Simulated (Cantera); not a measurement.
SiCl4 + HCl + H2 (chlorosilane synthesis and conversion)

A closed system holds: 1 mol SiCl4, 4.8 mol HCl, 0.71 mol H2, held at 975 K and 0.740 bar.

Method: chemical equilibrium by Gibbs-energy minimisation in Cantera with the NASA 1993 tables (ideal gas, pure condensed phases). Candidate condensed phases: Si; 19 gas species. Rates play no part.

The x(HCl) comes out as 0.737, the x(SiCl4) is 0.153 and the x(H2) is 0.109. The x(SiHCl3) is 0.000130 and the x(SiCl3) is 5.71e-6. The gas amount is 6.510 mol and the log10 activity of Si(s) (absent) comes out as -9.13.
